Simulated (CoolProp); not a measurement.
A single-stage vapour-compression cycle with ethylene: evaporating at 202.15 K (dew point), condensing at 222.15 K (bubble point), superheat 2 K, subcooling 5 K, compressor efficiency 0.6, no pressure losses. Each further row changes one setting.

Computed with CoolProp (reference Helmholtz-energy equation of state, Smukala 2000).

```tsv
case	cooling COP	pressure ratio	discharge temperature (K)	refrigerating effect (kJ/kg)	volumetric capacity (kJ/m³)
as stated	?	2.07	260.9	392	3570
evaporating temperature 207.15 K	7.67	1.70	?	?	?
condensing temperature 217.15 K	?	1.75	247.3	405	3690
subcooling 10 K	5.68	2.07	260.9	405	3690
superheat 12 K	5.35	2.07	?	?	3480
compressor efficiency 0.5	4.58	2.07	?	392	3570
```

Q: Complete the blanks.

A: 
- as stated, cooling COP: 5.49
- evaporating temperature 207.15 K, discharge temperature (K): 250.5
- evaporating temperature 207.15 K, refrigerating effect (kJ/kg): 395
- evaporating temperature 207.15 K, volumetric capacity (kJ/m³): 4340
- condensing temperature 217.15 K, cooling COP: 7.53
- superheat 12 K, discharge temperature (K): 273.1
- superheat 12 K, refrigerating effect (kJ/kg): 407
- compressor efficiency 0.5, discharge temperature (K): 269.8
